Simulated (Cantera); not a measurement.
Input (Python, Cantera):

```python
import numpy as np
import cantera as ct

gas = ct.Solution("gri30.yaml")
gas.TPX = 2050, 81000, {'NO': 1, 'N2': 17}
reactor = ct.IdealGasConstPressureReactor(gas, energy="off", clone=False)
net = ct.ReactorNet([reactor])
net.rtol, net.atol = 1e-08, 1e-18
show = ['NO', 'N2O', 'N2', 'O2', 'O']
times = np.geomspace(0.0004, 3, 12)

steps = ct.SolutionArray(gas, extra=["t"])
rows = []
print(f"{'t/s':>10s}{'T/K':>9s}{'P/Pa':>11s}" + "".join(f"{s:>11s}" for s in show))
for t in times:
    while net.time < t:
        t_next = net.step()
        steps.append(gas.state, t=t_next)
    rows.append([np.interp(t, steps.t, y) for y in (steps.T, steps.P, *steps(*show).X.T)])
    print(f"{t:10.3e}{rows[-1][0]:9.1f}{rows[-1][1]:11.4g}" + "".join(f"{x:11.3e}" for x in rows[-1][2:]))
rate = np.gradient(steps.T, steps.t)
print("integrator steps:", len(steps.t))
if steps.T.max() > steps.T[0] + 200:
    print(f"time of steepest temperature rise: {steps.t[rate.argmax()]:.4e} s")
gas.TPX = 2050, 81000, {'NO': 1, 'N2': 17}
gas.equilibrate("TP")
print(f"equilibrium (TP): T = {gas.T:.1f} K  " + "  ".join(f"{s} {gas[s].X[0]:.3e}" for s in show))
```

It prints:

```
       t/s      T/K       P/Pa         NO        N2O         N2         O2          O
 4.000e-04   2050.0    8.1e+04  5.555e-02  1.015e-06  9.444e-01  3.392e-08  2.022e-06
 9.002e-04   2050.0    8.1e+04  5.555e-02  1.406e-06  9.444e-01  2.092e-07  5.229e-06
 2.026e-03   2050.0    8.1e+04  5.553e-02  1.540e-06  9.444e-01  1.370e-06  1.265e-05
 4.559e-03   2050.0    8.1e+04  5.550e-02  1.552e-06  9.445e-01  8.680e-06  2.546e-05
 1.026e-02   2050.0    8.1e+04  5.542e-02  1.554e-06  9.445e-01  4.184e-05  3.579e-05
 2.309e-02   2050.0    8.1e+04  5.523e-02  1.545e-06  9.446e-01  1.340e-04  3.858e-05
 5.197e-02   2050.0    8.1e+04  5.480e-02  1.523e-06  9.448e-01  3.474e-04  4.165e-05
 1.170e-01   2050.0    8.1e+04  5.380e-02  1.473e-06  9.453e-01  8.439e-04  4.801e-05
 2.632e-01   2050.0    8.1e+04  5.143e-02  1.358e-06  9.465e-01  2.021e-03  6.043e-05
 5.923e-01   2050.0    8.1e+04  4.584e-02  1.108e-06  9.493e-01  4.804e-03  8.261e-05
 1.333e+00   2050.0    8.1e+04  3.390e-02  6.750e-07  9.552e-01  1.076e-02  1.165e-04
 3.000e+00   2050.0    8.1e+04  1.622e-02  2.875e-07  9.640e-01  1.958e-02  1.535e-04
integrator steps: 615
equilibrium (TP): T = 2050.0 K  NO 3.431e-03  N2O 1.920e-07  N2 9.704e-01  O2 2.597e-02  O 1.753e-04
```

Model: GRI-Mech 3.0 (53 species, 325 reactions), integrated in Cantera.
